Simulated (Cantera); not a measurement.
Equilibrium for roasting and sulfation: FeS2 + O2

Input: 1 mol FeS2, 2.5 mol O2, held at 0.310 bar.

Cantera equilibrium calculation (NASA polynomials, part measured and part estimated; ideal gas, pure solids and liquids). Candidate condensed phases: Fe, FeO, FeS, FeSO4, FeS2, Fe2O3, Fe2(SO4)3, Fe3O4, S; 12 gas species. FeS: taken at fixed stoichiometry. Gases not in the tables: S3 to S7. Equilibrium is a limit: real reactors are often held back by kinetics, nucleation or transport.

At 625 K the condensed part is FeSO4(s) + FeS2(s). From 650 K to 675 K the condensed part is FeS2(s) + Fe2O3(s). From 700 K to 875 K the condensed part is FeS2(s) + Fe3O4(s). At 900 K the condensed part is FeS(s) + Fe3O4(s).

| T (K) | x SO2 | x S2 | x S2O | x SO | x SO3 | x S8 | n FeSO4(s) | n FeS2(s) | n Fe2O3(s) | n Fe3O4(s) | n FeS(s) |
|---|---|---|---|---|---|---|---|---|---|---|---|
| 625 | 1.000 | 2.06e-5 | 1.77e-5 | 9.15e-10 | 1.51e-9 | 2.38e-11 | 0.833 | 0.167 | 0 | 0 | 0 |
| 650 | 1.000 | 3.53e-5 | 2.58e-5 | 2.58e-9 | 2.42e-9 | 1.05e-11 | 0 | 0.0908 | 0.455 | 0 | 0 |
| 675 | 1.000 | 7.86e-5 | 4.57e-5 | 7.25e-9 | 3.48e-9 | 1.65e-11 | 0 | 0.0908 | 0.455 | 0 | 0 |
| 700 | 1.000 | 0.000170 | 7.94e-5 | 1.91e-8 | 4.84e-9 | 2.79e-11 | 0 | 0.0622 | 0 | 0.313 | 0 |
| 725 | 1.000 | 0.000363 | 0.000137 | 4.74e-8 | 6.51e-9 | 5.47e-11 | 0 | 0.0618 | 0 | 0.313 | 0 |
| 750 | 0.999 | 0.000740 | 0.000229 | 1.11e-7 | 8.59e-9 | 1.04e-10 | 0 | 0.0612 | 0 | 0.313 | 0 |
| 775 | 0.998 | 0.00144 | 0.000369 | 2.46e-7 | 1.11e-8 | 1.90e-10 | 0 | 0.0601 | 0 | 0.313 | 0 |
| 800 | 0.997 | 0.00270 | 0.000579 | 5.18e-7 | 1.42e-8 | 3.39e-10 | 0 | 0.0581 | 0 | 0.314 | 0 |
| 825 | 0.994 | 0.00487 | 0.000883 | 1.04e-6 | 1.77e-8 | 5.87e-10 | 0 | 0.0547 | 0 | 0.315 | 0 |
| 850 | 0.990 | 0.00848 | 0.00131 | 2.02e-6 | 2.19e-8 | 9.88e-10 | 0 | 0.0491 | 0 | 0.317 | 0 |
| 875 | 0.984 | 0.0143 | 0.00191 | 3.75e-6 | 2.66e-8 | 1.62e-9 | 0 | 0.0402 | 0 | 0.320 | 0 |
| 900 | 0.980 | 0.0181 | 0.00223 | 6.31e-6 | 3.42e-8 | 9.12e-10 | 0 | 0 | 0 | 0.315 | 0.0549 |
x: gas mole fraction; n: condensed amount in mol.
